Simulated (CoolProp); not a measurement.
Saturation properties of oxygen (Tc = -118.6 °C, pc = 5.046 MPa, ω = 0.022).

Computed with CoolProp (reference Helmholtz-energy equation of state, Schmidt 1985).

```
T (°C)   p (MPa)  vapour density (kg/m³)  liquid cp (kJ/(kg K))  vapour viscosity (µPa s)
-------  -------  ----------------------  ---------------------  ------------------------
-177.95   0.1662                   7.040                  1.716                      7.35
-173.85   0.2394                       …                  1.734                      7.67
-169.85   0.3320                   13.38                  1.756                         …
-165.75   0.4522                       …                  1.785                      8.33
-161.75   0.5977                       …                      …                      8.67
-157.65   0.7797                   30.11                      …                      9.02
-153.65   0.9929                   38.19                  1.919                      9.38
-149.55    1.252                   48.21                  1.991                      9.77
-145.55    1.549                   60.07                  2.083                         …
```

### Question
What belongs in the gaps?

### Answer

- -173.85, vapour density (kg/m³): 9.868
- -169.85, vapour viscosity (µPa s): 7.99
- -165.75, vapour density (kg/m³): 17.88
- -161.75, vapour density (kg/m³): 23.31
- -161.75, liquid cp (kJ/(kg K)): 1.820
- -157.65, liquid cp (kJ/(kg K)): 1.864
- -145.55, vapour viscosity (µPa s): 10.2

It boils at -183.0 °C under 1 atm.

Viscosity comes from a separate model (Lemmon 2004).
